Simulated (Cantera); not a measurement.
B₂H₆ + H₂ + N₂ (boron, boron nitride and boron oxide)

Charge: 1 mol B₂H₆, 1.6 mol H₂, 0.52 mol N₂, held at 1.33 mbar.

Equilibrium computed with Cantera from the NASA thermochemical tables; the gas is ideal and each condensed phase is pure. Candidate condensed phases: B, BN; 15 gas species. The feed counts by its element totals alone. N₂ is the only nitrogen source here; it is nearly inert below about 1500 K, so the nitride shown seldom forms there in practice. Mutual solubility and eutectic melting of coexisting phases are not modelled. The tables' values for BH₂ are old estimates; treat these amounts as uncertain. Rates play no part.

From 1025 K to 1825 K the condensed part is B(s) + BN(s).

```json
[
 {"T (K)": "1025", "log p H₂": "-2.88", "log p H": "-9.80", "log p N₂": "<-14", "log p BH₂": "-11.02", "n B(s)": "0.960", "n BN(s)": "1.04"},
 {"T (K)": "1125", "log p H₂": "-2.88", "log p H": "-8.79", "log p N₂": "-14.08", "log p BH₂": "-10.14", "n B(s)": "0.960", "n BN(s)": "1.04"},
 {"T (K)": "1225", "log p H₂": "-2.88", "log p H": "-7.94", "log p N₂": "-12.17", "log p BH₂": "-9.40", "n B(s)": "0.960", "n BN(s)": "1.04"},
 {"T (K)": "1325", "log p H₂": "-2.88", "log p H": "-7.22", "log p N₂": "-10.56", "log p BH₂": "-8.77", "n B(s)": "0.960", "n BN(s)": "1.04"},
 {"T (K)": "1425", "log p H₂": "-2.88", "log p H": "-6.60", "log p N₂": "-9.18", "log p BH₂": "-8.24", "n B(s)": "0.960", "n BN(s)": "1.04"},
 {"T (K)": "1525", "log p H₂": "-2.88", "log p H": "-6.06", "log p N₂": "-7.98", "log p BH₂": "-7.77", "n B(s)": "0.960", "n BN(s)": "1.04"},
 {"T (K)": "1625", "log p H₂": "-2.88", "log p H": "-5.59", "log p N₂": "-6.93", "log p BH₂": "-7.36", "n B(s)": "0.961", "n BN(s)": "1.04"},
 {"T (K)": "1725", "log p H₂": "-2.88", "log p H": "-5.17", "log p N₂": "-6.00", "log p BH₂": "-7.01", "n B(s)": "0.967", "n BN(s)": "1.03"},
 {"T (K)": "1825", "log p H₂": "-2.88", "log p H": "-4.80", "log p N₂": "-5.17", "log p BH₂": "-6.69", "n B(s)": "1.01", "n BN(s)": "0.993"}
]
```
log p: log10 of the partial pressure in bar; n: condensed amount in mol.
